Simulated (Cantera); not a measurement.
Ignition delay

Mixture: 4.21 % CH4, 0.396 % C2H6, 20.0 % O2, 75.4 % N2, at 1.01 bar, adiabatic and at constant volume. Ignition delay is the time to a rise of 400 K.

Computed with Cantera and GRI-Mech 3.0 (53 species, 325 reactions).

```json
[
 {"T0 (K)": "1025", "delay (ms)": "64.8"},
 {"T0 (K)": "1125", "delay (ms)": "12.1"},
 {"T0 (K)": "1225", "delay (ms)": "3.33"},
 {"T0 (K)": "1325", "delay (ms)": "1.11"},
 {"T0 (K)": "1425", "delay (ms)": "0.419"},
 {"T0 (K)": "1525", "delay (ms)": "0.178"},
 {"T0 (K)": "1625", "delay (ms)": "0.0866"},
 {"T0 (K)": "1725", "delay (ms)": "0.0476"},
 {"T0 (K)": "1825", "delay (ms)": "0.0291"}
]
```

| Property | Result |
|---|---|
| apparent activation energy between 1625 and 1825 K | 130 kJ/mol |
